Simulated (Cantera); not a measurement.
Charge: 1 mol HMDSO, 0.76 mol N2O, 0.24 mol H2, held at 100 Torr.

These are equilibrium values from Cantera (NASA tables, ideal gas, pure condensed phases), not measurements of a reactor. Candidate condensed phases: C, C6H6, C7H8, C8H18, H2O, Si, SiC, SiO2, Si2N2O, Si3N4; 151 gas species. The feed counts by its element totals alone. Mutual solubility and eutectic melting of coexisting phases are not modelled. The tables hold silica as quartz up to 1696 K and as liquid above; real silica turns to tridymite and cristobalite and melts near 1996 K. Rates play no part.

x: gas mole fraction; n: condensed amount in mol.

```csv
T (K),x H2,x CO,x N2,x CH4,x HCN,x SiO,x H,n C(graphite),n SiO2(β-quartz),n Si2N2O(s),n SiC(s)
1023,0.989,0.000260,0.00136,0.00977,2.73e-7,1.78e-12,1.13e-8,5.91,0.505,0.747,0
1123,0.994,___,___,___,___,___,___,5.95,0.498,0.751,0
1223,0.994,___,___,___,___,___,___,5.95,0.483,0.759,0
1323,0.992,0.00678,1.73e-5,0.000892,1.06e-6,5.72e-6,4.33e-6,5.92,0.469,0.760,0.0118
1423,0.953,0.0462,0.000189,0.000461,8.00e-6,6.44e-5,1.78e-5,5.34,0.277,0.758,0.206
1523,0.895,0.100,0.00363,0.000246,7.07e-5,0.000216,5.99e-5,4.41,0,0.722,0.553
1623,0.786,0.149,0.0637,0.000122,0.000527,0.000469,0.000168,2.27,0,0.00866,1.98
1723,0.785,0.149,0.0641,8.26e-5,0.000930,0.000656,0.000442,2.24,0,0,1.99
```

**Question.** What belongs in the gaps?

**Answer.** 
- 1123, x CO: 0.00148
- 1123, x N2: 0.000947
- 1123, x CH4: 0.00386
- 1123, x HCN: 9.18e-7
- 1123, x SiO: 4.14e-10
- 1123, x H: 1.16e-7
- 1223, x CO: 0.00383
- 1223, x N2: 0.000159
- 1223, x CH4: 0.00176
- 1223, x HCN: 1.20e-6
- 1223, x SiO: 6.38e-8
- 1223, x H: 8.21e-7
